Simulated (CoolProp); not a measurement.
Aqueous potassium carbonate as a coolant, 15 % by mass, freezing at -5.9 °C, 1 atm.

Computed with CoolProp (Melinder's fits for secondary coolants).

| T (°C) | conductivity (W/(m K)) | Prandtl number | viscosity (mPa s) | cp (kJ/(kg K)) |
|---|---|---|---|---|
| -2.8 | 0.547 | 16.6 | 2.62 | 3.461 |
| 1 | 0.552 | 14.7 | 2.34 | [?] |
| 4.8 | 0.558 | 13.1 | 2.10 | 3.475 |
| 8.6 | 0.564 | [?] | 1.91 | 3.481 |
| 12.3 | 0.571 | 10.6 | 1.74 | 3.488 |
| 16.1 | 0.577 | 9.65 | 1.59 | 3.495 |
| 19.9 | 0.583 | 8.80 | 1.47 | 3.501 |
| 23.7 | 0.590 | 8.05 | [?] | 3.507 |
| 27.5 | 0.596 | 7.39 | 1.25 | 3.514 |
| 31.2 | 0.602 | 6.81 | 1.17 | 3.519 |
| 35 | 0.609 | 6.28 | 1.08 | 3.525 |

Task: Complete the blanks.

Result: 
- 1, cp (kJ/(kg K)): 3.468
- 8.6, Prandtl number: 11.8
- 23.7, viscosity (mPa s): 1.35
